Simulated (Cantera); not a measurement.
Charge: 1 mol Fe2O3, 1.3 mol CH4, 0.057 mol CO, equilibrated at 2600 K.

Equilibrium computed with Cantera from the NASA thermochemical tables; the gas is ideal and each condensed phase is pure. Candidate condensed phases: C, C6H6, C7H8, C8H18, Fe, Fe(CO)5, FeO, Fe(OH)2, Fe(OH)3, Fe2O3, Fe3O4, H2O; 114 gas species. Each liquid is taken as pure. Mutual solubility and eutectic melting of coexisting phases are not modelled. The tables' stoichiometric FeO is somewhat more stable than real wüstite, so its field is too wide. FeO: taken at fixed stoichiometry. Kinetics and transport are ignored.

### Question
What share of the Fe ends up in condensed phases as a function of P (Pa), at 10, 36, 130, 460, 1700, 6000, 22000, 77000, 280000, 1000000?

### Answer
```csv
P (Pa),Fe condensed (%),as
10,0.0,-
36,0.0,-
130,0.0,-
460,0.0,-
1700,0.0,-
6000,0.0,-
22000,31.6,FeO(l)
77000,82.4,Fe(l) + FeO(l)
280000,95.4,Fe(l) + FeO(l)
1000000,98.6,Fe(l) + FeO(l)
```
